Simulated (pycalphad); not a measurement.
CALPHAD calculation (pycalphad, COST 507 light-alloy database (1999)), 1 atm. No gas phase is included, though pure Mn would boil below 2350 K. The database dates from 1999; later assessments differ in places, in temperatures and in the compounds included. Kinetics are ignored, which matters at the lower temperatures.

**Mn-1Si (at.%): equilibrium cooling sequence**

```csv
T (K),phases above,phases below
1513.9,LIQUID,BCC_A2 + LIQUID
1509.4,BCC_A2 + LIQUID,BCC_A2
1418.1,BCC_A2,BCC_A2 + FCC_A1
1417.7,BCC_A2 + FCC_A1,FCC_A1
1386.5,FCC_A1,CUB_A13 + FCC_A1
1379.7,CUB_A13 + FCC_A1,CUB_A13
968.7,CUB_A13,CBCC_A12 + CUB_A13
964.6,CBCC_A12 + CUB_A13,CBCC_A12
```

Changes were sought between steps of 100 K, so a narrower field can be missed.

FCC_A1 is fcc; BCC_A2 is bcc; CBCC_A12 is α-Mn; CUB_A13 is β-Mn.
